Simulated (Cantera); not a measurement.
Input: 1 mol Hg, 0.27 mol O₂, a varied amount of H₂, equilibrated at 775 °C and 0.140 bar.

Equilibrium computed with Cantera from the NASA thermochemical tables; the gas is ideal and each condensed phase is pure. Candidate condensed phases: H₂O, Hg, HgO; 10 gas species. The numbers say what is thermodynamically allowed, not how fast it happens.

At 0.89 mol H₂, list the 3 most abundant gas species with their mole fractions, and the condensed phases.

Hg 0.529, H₂O 0.286, H₂ 0.185. Condensed: gas only.
